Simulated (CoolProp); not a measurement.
Vapour-liquid equilibrium of ethylbenzene (1) + p-xylene (2) at 0.365 bar; x and y are mole fractions of (1).

Model: multi-fluid Helmholtz-energy mixture model, Zhou 2012 and Zhou 2012; pair parameters Bell 2016, in CoolProp.

| x | bubble temperature, mixture model (°C) | bubble temperature, Raoult's law (°C) | y, mixture model | y, Raoult's law |
|---|---|---|---|---|
| 0.05 | 103.7 | 103.8 | 0.055 | 0.053 |
| 0.125 | 103.5 | 103.6 | 0.135 | 0.132 |
| 0.2 | 103.3 | 103.5 | 0.213 | 0.211 |
| 0.275 | 103.1 | 103.3 | 0.289 | 0.288 |
| 0.35 | 103.0 | 103.2 | 0.365 | 0.365 |
| 0.425 | 102.8 | 103.0 | 0.440 | 0.441 |
| 0.5 | 102.7 | 102.9 | 0.514 | 0.516 |
| 0.575 | 102.6 | 102.7 | 0.588 | 0.591 |
| 0.65 | 102.4 | 102.6 | 0.662 | 0.665 |
| 0.725 | 102.3 | 102.4 | 0.735 | 0.738 |
| 0.8 | 102.2 | 102.3 | 0.808 | 0.810 |
| 0.875 | 102.1 | 102.1 | 0.880 | 0.882 |
| 0.95 | 102.0 | 102.0 | 0.952 | 0.953 |

The largest gap from Raoult's law is -0.2 K in bubble temperature, at x = 0.35. No azeotrope shows between x = 0.05 and 0.95.

Pair parameters are fitted to limited data, so mixtures are less certain than the pure fluids.
